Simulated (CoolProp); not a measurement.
The numbers come from the reference Helmholtz-energy equation of state, Thol 2014 in CoolProp.

**Question.** For chloromethane (R40), give the phase and the speed of sound (m/s), expansivity (1/kK) at 276.8 K and 5770 kPa; 276.8 K and 14400 kPa.

**Answer.** 
- 276.8 K and 5770 kPa: liquid; speed of sound 975, expansivity 1.87
- 276.8 K and 14400 kPa: liquid; speed of sound 1040, expansivity 1.72
